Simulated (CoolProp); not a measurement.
Vapour pressure (MPa) of n-hexane: the reference equation beside estimates from Tc = 234.7 °C, pc = 3.044 MPa, ω = 0.300. Clausius-Clapeyron is anchored at 10.35 °C with a constant enthalpy of vaporisation of 32.40 kJ/mol.

Model: reference Helmholtz-energy equation of state, Thol 2019, in CoolProp.

```json
[
 {"T (°C)": "-29.75", "reference": "0.0009704", "Clausius-Clapeyron": "0.001066", "Soave-Redlich-Kwong": "0.0009412"},
 {"T (°C)": "-9.65", "reference": "0.003523", "Clausius-Clapeyron": "0.003615", "Soave-Redlich-Kwong": "0.003424"},
 {"T (°C)": "10.35", "reference": "0.01026", "Clausius-Clapeyron": "0.01026", "Soave-Redlich-Kwong": "0.01002"},
 {"T (°C)": "30.35", "reference": "0.02531", "Clausius-Clapeyron": "0.02538", "Soave-Redlich-Kwong": "0.02488"},
 {"T (°C)": "50.45", "reference": "0.05495", "Clausius-Clapeyron": "0.05635", "Soave-Redlich-Kwong": "0.05436"},
 {"T (°C)": "70.45", "reference": "0.1070", "Clausius-Clapeyron": "0.1136", "Soave-Redlich-Kwong": "0.1065"},
 {"T (°C)": "90.45", "reference": "0.1913", "Clausius-Clapeyron": "0.2119", "Soave-Redlich-Kwong": "0.1917"},
 {"T (°C)": "110.55", "reference": "0.3203", "Clausius-Clapeyron": "0.3716", "Soave-Redlich-Kwong": "0.3226"},
 {"T (°C)": "130.55", "reference": "0.5054", "Clausius-Clapeyron": "0.6145", "Soave-Redlich-Kwong": "0.5114"},
 {"T (°C)": "150.55", "reference": "0.7614", "Clausius-Clapeyron": "0.9691", "Soave-Redlich-Kwong": "0.7734"}
]
```

Absolute difference from the reference over all 10 rows, mean and median: Clausius-Clapeyron 9.7 and 8.0 %, Soave-Redlich-Kwong 1.5 and 1.4 %.
